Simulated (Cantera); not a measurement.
Iron carbonyl, mercury and lead vapours: Pb + O2 + N2

Input: 1 mol Pb, 1.4 mol O2, 0.59 mol N2, held at 563 Torr.

Cantera equilibrium calculation (NASA polynomials, part measured and part estimated; ideal gas, pure solids and liquids). Candidate condensed phases: Pb, PbO, PbO2, Pb3O4; 12 gas species. Gases not in the tables: (PbO)n polymers. Equilibrium is a limit: real reactors are often held back by kinetics, nucleation or transport.

At 302 °C the condensed part is Pb3O4(s). At 402 °C the condensed part is PbO(red). From 502 °C to 802 °C the condensed part is PbO(yellow). From 902 °C to 1302 °C the condensed part is PbO(l).

```json
[
 {"T (°C)": "302", "x O2": "0.554", "x N2": "0.446", "x PbO": "<1e-12", "x NO": "1.13e-8", "x Pb": "<1e-12", "x NO2": "1.52e-7", "x O": "<1e-12", "x N2O": "1.41e-12", "n Pb3O4(s)": "0.333", "n PbO(red)": "0", "n PbO(yellow)": "0", "n PbO(l)": "0"},
 {"T (°C)": "402", "x O2": "0.604", "x N2": "0.396", "x PbO": "<1e-12", "x NO": "1.89e-7", "x Pb": "<1e-12", "x NO2": "4.35e-7", "x O": "<1e-12", "x N2O": "1.63e-11", "n Pb3O4(s)": "0", "n PbO(red)": "1.00", "n PbO(yellow)": "0", "n PbO(l)": "0"},
 {"T (°C)": "502", "x O2": "0.604", "x N2": "0.396", "x PbO": "2.39e-11", "x NO": "1.55e-6", "x Pb": "<1e-12", "x NO2": "9.32e-7", "x O": "<1e-12", "x N2O": "1.07e-10", "n Pb3O4(s)": "0", "n PbO(red)": "0", "n PbO(yellow)": "1.00", "n PbO(l)": "0"},
 {"T (°C)": "602", "x O2": "0.604", "x N2": "0.396", "x PbO": "3.43e-9", "x NO": "7.82e-6", "x Pb": "<1e-12", "x NO2": "1.68e-6", "x O": "1.84e-12", "x N2O": "4.59e-10", "n Pb3O4(s)": "0", "n PbO(red)": "0", "n PbO(yellow)": "1.00", "n PbO(l)": "0"},
 {"T (°C)": "702", "x O2": "0.604", "x N2": "0.396", "x PbO": "1.73e-7", "x NO": "2.84e-5", "x Pb": "5.50e-12", "x NO2": "2.69e-6", "x O": "6.47e-11", "x N2O": "1.47e-9", "n Pb3O4(s)": "0", "n PbO(red)": "0", "n PbO(yellow)": "1.00", "n PbO(l)": "0"},
 {"T (°C)": "802", "x O2": "0.604", "x N2": "0.396", "x PbO": "4.11e-6", "x NO": "8.10e-5", "x Pb": "5.54e-10", "x NO2": "3.95e-6", "x O": "1.18e-9", "x N2O": "3.82e-9", "n Pb3O4(s)": "0", "n PbO(red)": "0", "n PbO(yellow)": "1.000", "n PbO(l)": "0"},
 {"T (°C)": "902", "x O2": "0.604", "x N2": "0.396", "x PbO": "5.37e-5", "x NO": "0.000193", "x Pb": "2.40e-8", "x NO2": "5.45e-6", "x O": "1.31e-8", "x N2O": "8.46e-9", "n Pb3O4(s)": "0", "n PbO(red)": "0", "n PbO(yellow)": "0", "n PbO(l)": "1.000"},
 {"T (°C)": "1002", "x O2": "0.604", "x N2": "0.396", "x PbO": "0.000387", "x NO": "0.000403", "x Pb": "4.76e-7", "x NO2": "7.14e-6", "x O": "1.00e-7", "x N2O": "1.66e-8", "n Pb3O4(s)": "0", "n PbO(red)": "0", "n PbO(yellow)": "0", "n PbO(l)": "0.999"},
 {"T (°C)": "1102", "x O2": "0.602", "x N2": "0.395", "x PbO": "0.00205", "x NO": "0.000753", "x Pb": "6.00e-6", "x NO2": "9.00e-6", "x O": "5.70e-7", "x N2O": "2.96e-8", "n Pb3O4(s)": "0", "n PbO(red)": "0", "n PbO(yellow)": "0", "n PbO(l)": "0.997"},
 {"T (°C)": "1202", "x O2": "0.598", "x N2": "0.392", "x PbO": "0.00851", "x NO": "0.00129", "x Pb": "5.29e-5", "x NO2": "1.09e-5", "x O": "2.56e-6", "x N2O": "4.86e-8", "n Pb3O4(s)": "0", "n PbO(red)": "0", "n PbO(yellow)": "0", "n PbO(l)": "0.987"},
 {"T (°C)": "1302", "x O2": "0.585", "x N2": "0.383", "x PbO": "0.0291", "x NO": "0.00202", "x Pb": "0.000352", "x NO2": "1.26e-5", "x O": "9.46e-6", "x N2O": "7.34e-8", "n Pb3O4(s)": "0", "n PbO(red)": "0", "n PbO(yellow)": "0", "n PbO(l)": "0.955"}
]
```
x: gas mole fraction; n: condensed amount in mol.
